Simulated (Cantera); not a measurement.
**Titanium nitride, carbide and oxide coatings: Ti + H2O + H2**

Charge: 1 mol Ti, a varied amount of H2O, 71 mol H2, at 1475 °C and 0.0760 bar.

Cantera equilibrium calculation (NASA polynomials, part measured and part estimated; ideal gas, pure solids and liquids). Candidate condensed phases: H2O, Ti, TiO, TiO2, Ti2O3, Ti3O5, Ti4O7; 12 gas species. Mutual solubility and eutectic melting of coexisting phases are not modelled. TiO: taken at fixed stoichiometry. Condensed phases not in the tables: Magnéli phases beyond Ti4O7, N, O or C dissolved in the metal. The numbers say what is thermodynamically allowed, not how fast it happens.

```
n(H2O) (mol)   x H2    x H2O       x H      x Ti      x OH    x TiO    x TiO2       x O  n Ti(β)  n TiO(s)  n Ti2O3(s)  n Ti3O5(s)  n Ti4O7(s)
------------  -----  -------  --------  --------  --------  -------  --------  --------  -------  --------  ----------  ----------  ----------
0.41          0.999  1.36e-7  0.000830   2.61e-6  6.58e-12  7.46e-8  1.92e-12    <1e-12    0.590     0.410           0           0           0
0.59          0.999  1.36e-7  0.000830   2.61e-6  6.58e-12  7.46e-8  1.92e-12    <1e-12    0.410     0.590           0           0           0
0.85          0.999  1.36e-7  0.000830   2.61e-6  6.58e-12  7.46e-8  1.92e-12    <1e-12    0.150     0.850           0           0           0
1.2           0.999  6.22e-5  0.000830   5.69e-9   3.01e-9  7.46e-8  8.79e-10  1.97e-12        0     0.609       0.196           0           0
1.8           0.997  0.00183  0.000829  3.35e-11   8.88e-8  1.29e-8   4.50e-9  5.81e-11        0         0           0       0.333           0
2.6           0.987   0.0127  0.000824  1.31e-12   6.18e-7  3.54e-9   8.61e-9  4.07e-10        0         0           0       0.333           0
3.7           0.972   0.0272  0.000818    <1e-12   1.34e-6  2.10e-9   1.12e-8  8.86e-10        0         0           0       0.333           0
5.4           0.951   0.0478  0.000809    <1e-12   2.37e-6  1.36e-9   1.29e-8   1.59e-9        0         0           0           0       0.250
```
x: gas mole fraction; n: condensed amount in mol.

From 0.41 mol H2O to 0.85 mol H2O the condensed part is Ti(β) + TiO(s). At 1.2 mol H2O the condensed part is TiO(s) + Ti2O3(s). From 1.8 mol H2O to 3.7 mol H2O the condensed part is Ti3O5(s). At 5.4 mol H2O the condensed part is Ti4O7(s). The main Ti-bearing gas is Ti at 0.41 mol H2O and TiO2 at 5.4 mol H2O.
